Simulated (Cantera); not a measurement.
# Equilibrium for hydrogen reduction and annealing atmospheres: Cr2O3 + H2 + H2O

Charge: 1 mol Cr2O3, 70 mol H2, 1.3 mol H2O, equilibrated at 1.00 bar.

Method: chemical equilibrium by Gibbs-energy minimisation in Cantera with the NASA 1993 tables (ideal gas, pure condensed phases). Candidate condensed phases: Cr, Cr2O3, H2O; 13 gas species. Equilibrium is a limit: real reactors are often held back by kinetics, nucleation or transport.

```tsv
T (°C)	log p H2	log p H2O	log p H	log p Cr	n Cr2O3(s)
1052	-0.01	-1.74	-5.79	-10.65	1.00
1152	-0.01	-1.74	-5.17	-9.06	1.00
1252	-0.01	-1.74	-4.63	-7.69	1.000
1352	-0.01	-1.74	-4.16	-6.49	1.000
1452	-0.01	-1.74	-3.74	-5.43	1.000
1552	-0.01	-1.74	-3.36	-4.50	0.999
1652	-0.01	-1.73	-3.02	-3.67	0.992
1752	-0.01	-1.70	-2.72	-2.96	0.961
```
log p: log10 of the partial pressure in bar; n: condensed amount in mol.

From 1052 °C to 1752 °C the condensed part is Cr2O3(s).
